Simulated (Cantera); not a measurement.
Cantera with NASA thermochemical tables; ideal gases at 1 bar, condensed phases pure. Values are per mole of reaction as written; species without (g) are pure solids or liquids, kept so even where they would boil at 1 bar.

SO3(g) = SO2(g) + O(g), with ΔH° = 348.1 kJ and ΔS° = 152.6 J/K at 300 K.

Q: How far is the shortcut ΔG° ≈ ΔH°(300 K) − T·ΔS°(300 K) from the full temperature-dependent value at 1425, 1525, 1625, 1725, 1825, 1925, 2025, 2125, 2225, 2325, 2425 K?

A: 
```tsv
T (K)	shortcut (kJ)	full (kJ)	difference (kJ)	difference in log10 K
1425	130.7	125.6	5.1	-0.19
1525	115.5	109.9	5.5	-0.19
1625	100.2	94.2	6.0	-0.19
1725	84.9	78.5	6.4	-0.20
1825	69.7	62.8	6.9	-0.20
1925	54.4	47.1	7.3	-0.20
2025	39.2	31.5	7.7	-0.20
2125	23.9	15.8	8.1	-0.20
2225	8.7	0.2	8.5	-0.20
2325	-6.6	-15.5	8.9	-0.20
2425	-21.8	-31.1	9.3	-0.20
```
The shortcut ignores the heat-capacity change of the reaction.
